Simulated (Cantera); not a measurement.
A Cantera script and its output.

```python
import numpy as np
import cantera as ct

gas = ct.Solution("h2o2.yaml")
gas.TPX = 1100, 840, {'H2': 0.41, 'O2': 1, 'H2O': 0.04}
reactor = ct.IdealGasConstPressureReactor(gas, energy="off", clone=False)
net = ct.ReactorNet([reactor])
net.rtol, net.atol = 1e-08, 1e-18
show = ['H2', 'O2', 'HO2', 'O', 'H2O2', 'H2O']
times = np.geomspace(0.0003, 20, 10)

steps = ct.SolutionArray(gas, extra=["t"])
rows = []
print(f"{'t/s':>10s}{'T/K':>9s}{'P/Pa':>11s}" + "".join(f"{s:>11s}" for s in show))
for t in times:
    while net.time < t:
        t_next = net.step()
        steps.append(gas.state, t=t_next)
    rows.append([np.interp(t, steps.t, y) for y in (steps.T, steps.P, *steps(*show).X.T)])
    print(f"{t:10.3e}{rows[-1][0]:9.1f}{rows[-1][1]:11.4g}" + "".join(f"{x:11.3e}" for x in rows[-1][2:]))
rate = np.gradient(steps.T, steps.t)
print("integrator steps:", len(steps.t))
if steps.T.max() > steps.T[0] + 200:
    print(f"time of steepest temperature rise: {steps.t[rate.argmax()]:.4e} s")
gas.TPX = 1100, 840, {'H2': 0.41, 'O2': 1, 'H2O': 0.04}
gas.equilibrate("TP")
print(f"equilibrium (TP): T = {gas.T:.1f} K  " + "  ".join(f"{s} {gas[s].X[0]:.3e}" for s in show))
```

Output:

```
       t/s      T/K       P/Pa         H2         O2        HO2          O       H2O2        H2O
 3.000e-04   1100.0        840  2.828e-01  6.897e-01  4.317e-09  2.958e-09  3.616e-12  2.759e-02
 1.031e-03   1100.0        840  2.828e-01  6.897e-01  1.957e-08  3.666e-07  4.654e-11  2.759e-02
 3.541e-03   1100.0        840  4.419e-02  5.749e-01  7.518e-06  4.944e-02  3.237e-07  2.037e-01
 1.216e-02   1100.0        840  1.237e-02  5.891e-01  9.273e-06  4.197e-02  3.059e-07  2.868e-01
 4.179e-02   1100.0        840  2.554e-03  6.303e-01  9.030e-06  7.623e-03  5.067e-07  3.514e-01
 1.436e-01   1100.0        840  1.393e-04  6.379e-01  2.620e-06  4.077e-04  2.762e-07  3.607e-01
 4.932e-01   1100.0        840  1.155e-05  6.384e-01  3.711e-07  3.549e-05  8.290e-08  3.613e-01
 1.695e+00   1100.0        840  1.753e-06  6.385e-01  6.782e-08  5.642e-06  2.560e-08  3.614e-01
 5.822e+00   1100.0        840  3.663e-07  6.385e-01  1.610e-08  1.211e-06  8.051e-09  3.614e-01
 2.000e+01   1100.0        840  8.973e-08  6.385e-01  5.349e-09  3.010e-07  2.499e-09  3.614e-01
integrator steps: 2227
equilibrium (TP): T = 1100.0 K  H2 6.546e-09  O2 6.386e-01  HO2 5.285e-09  O 2.190e-08  H2O2 2.392e-10  H2O 3.614e-01
```

Cantera simulation using the H2/O2 subset of GRI-Mech 3.0, which has no nitrogen chemistry; the numbers are that mechanism's predictions, not measurements. Radical loss at walls, strong at low pressure, is not modelled. The temperature is held fixed by assumption; the heat of reaction is taken as removed at once.
